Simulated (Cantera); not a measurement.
Input: 1 mol SiC, 0.86 mol N2O, 820 mol H2, equilibrated at 2.80 mbar.

These are equilibrium values from Cantera (NASA tables, ideal gas, pure condensed phases), not measurements of a reactor. Candidate condensed phases: C, C6H6, C7H8, C8H18, H2O, Si, SiC, SiO2, Si2N2O, Si3N4; 151 gas species. Mutual solubility and eutectic melting of coexisting phases are not modelled. Kinetics and transport are ignored.

x: gas mole fraction; n: condensed amount in mol.

```
T (K)   x H2  x H      x N2      x CO     x CH4     x SiO  n C(graphite)  n SiO2(β-quartz)  n Si2N2O(s)  n SiC(s)
-----  -----  ---  --------  --------  --------  --------  -------------  ----------------  -----------  --------
925    0.999    ?  0.000496  0.000266  0.000634    <1e-12          0.262            0.0941        0.453         0
1025   0.999    ?  0.000439  0.000438  0.000205  2.14e-10          0.472                 0        0.500         0
1125   0.999    ?  0.000438  0.000439   8.06e-5   1.71e-8          0.573                 0        0.500         0
1225   0.999    ?  0.000690  0.000690   2.30e-5   8.36e-7              0                 0        0.293     0.413
1325   0.999    ?  0.000724  0.000683   2.23e-6   4.10e-5              0                 0        0.265     0.436
1425   0.998    ?   0.00105  0.000523   3.94e-7  0.000524              0                 0            0     0.570
1525   0.997    ?   0.00105  0.000523   2.96e-7  0.000523              0                 0            0     0.568
1625   0.997    ?   0.00104  0.000528   2.32e-7  0.000518              0                 0            0     0.562
1725   0.994    ?   0.00104  0.000565   2.00e-7  0.000480              0                 0            0     0.525
1825   0.989    ?   0.00103  0.000715   2.22e-7  0.000327              0                 0            0     0.380
```

### Question
What belongs in the gaps?

### Answer

- 925, x H: 4.92e-9
- 1025, x H: 8.23e-8
- 1125, x H: 8.39e-7
- 1225, x H: 5.89e-6
- 1325, x H: 3.09e-5
- 1425, x H: 0.000129
- 1525, x H: 0.000446
- 1625, x H: 0.00133
- 1725, x H: 0.00350
- 1825, x H: 0.00828
